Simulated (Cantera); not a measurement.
**Ammonia decomposition in nitride growth gas**

A perfectly stirred reactor is fed with NH₃ : H₂ = 1 : 2.4 (molar parts), at 13300 Pa; it is held at 2248 K, and followed from long to short residence time.

Cantera simulation using the gas-phase N/H chemistry of the illustrative SiF4/NH3 mechanism in the Surface Chemkin manual (1991); the numbers are that mechanism's predictions, not measurements. Walls and surfaces, which speed up NH3 decomposition in real reactors, are not modelled.

```
τ (s)       x NH₃   x H₂       x H    x N₂H₄     x NH₂      x N   x N₂H₂
-------  --------  -----  --------  --------  --------  -------  -------
7.6      0.000267  0.869    0.0177  2.96e-12   1.70e-5  8.63e-6  3.11e-9
2.7      0.000575  0.871    0.0155  1.05e-11   3.20e-5  1.24e-5  1.02e-8
0.95      0.00230  0.876   0.00969  6.52e-11   7.95e-5  1.18e-5  4.55e-8
0.34       0.0138  0.874   0.00450  5.09e-10  0.000222  7.07e-6  2.00e-7
0.12       0.0452  0.856   0.00280   2.21e-9  0.000462  5.79e-6  6.10e-7
0.042       0.105  0.819   0.00199   6.65e-9  0.000801  5.36e-6  1.48e-6
0.015       0.181  0.773   0.00156   1.35e-8   0.00114  5.08e-6  2.67e-6
0.0053      0.242  0.736   0.00133   1.94e-8   0.00137  4.76e-6  3.62e-6
0.0019      0.274  0.716   0.00120   2.13e-8   0.00143  4.23e-6  3.80e-6
0.00066     0.288  0.708   0.00104   1.81e-8   0.00132  3.02e-6  2.97e-6
0.00023     0.292  0.706  0.000720   9.00e-9  0.000931  1.06e-6  1.17e-6
```
x: mole fraction; the columns are a selection and need not sum to one.
